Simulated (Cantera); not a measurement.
Thermodynamics of abatement and gas-phase synthesis, feed NH3 + H2

A closed system holds: 1 mol NH3, 0.6 mol H2, at 1730 Torr.

Equilibrium computed with Cantera from the NASA thermochemical tables; the gas is ideal and each condensed phase is pure. Ions and electrons are included (thermal ionisation). The numbers say what is thermodynamically allowed, not how fast it happens.

| T (°C) | log p H | log p H2 | log p N2 | log p N | log p NH | log p NH3 | log p NH2 |
|---|---|---|---|---|---|---|---|
| 2227 | -1.47 | 0.26 | -0.36 | -6.71 | -6.46 | -4.77 | -5.89 |
| 2727 | -0.69 | 0.22 | -0.37 | -5.04 | -5.24 | -5.02 | -5.29 |
| 3227 | -0.18 | 0.10 | -0.42 | -3.87 | -4.44 | -5.35 | -4.97 |
| 3727 | 0.12 | -0.17 | -0.50 | -3.00 | -3.94 | -5.89 | -4.93 |
| 4227 | 0.25 | -0.58 | -0.57 | -2.33 | -3.66 | -6.61 | -5.10 |
| 4727 | 0.29 | -1.04 | -0.61 | -1.78 | -3.49 | -7.36 | -5.35 |
log p: log10 of the partial pressure in bar; nothing condenses.

From 2227 °C to 4727 °C nothing is condensed.
